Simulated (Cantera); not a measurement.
Input: 1 mol Al, 3 mol Cl2, at 427 °C and 23.3 Torr.

Equilibrium computed with Cantera from the NASA thermochemical tables; the gas is ideal and each condensed phase is pure. Candidate condensed phases: Al, AlCl3; 8 gas species. Equilibrium is a limit: real reactors are often held back by kinetics, nucleation or transport.

Base state: Cl2 0.653, AlCl3 0.258, Al2Cl6 0.0890 (mole fractions); condensed: gas only.

Problem. What changes in the equilibrium state with this change: temperature from 427 °C to 402 °C?

Solution. 
```tsv
species	before	after
Cl2	0.653	0.673
AlCl3	0.258	0.205
Al2Cl6	0.0890	0.122
```
